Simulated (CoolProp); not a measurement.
Computed with CoolProp (reference Helmholtz-energy equation of state, Akasaka 2023).

### Question
For R1224YDZ, give the phase and the cp (kJ/(kg K)), speed of sound (m/s), expansivity (1/kK), fugacity coefficient at 228.4 K and 101 kPa.

### Answer
- 228.4 K and 101 kPa: liquid; cp 1.04, speed of sound 894, expansivity 1.57, fugacity coefficient 0.0473
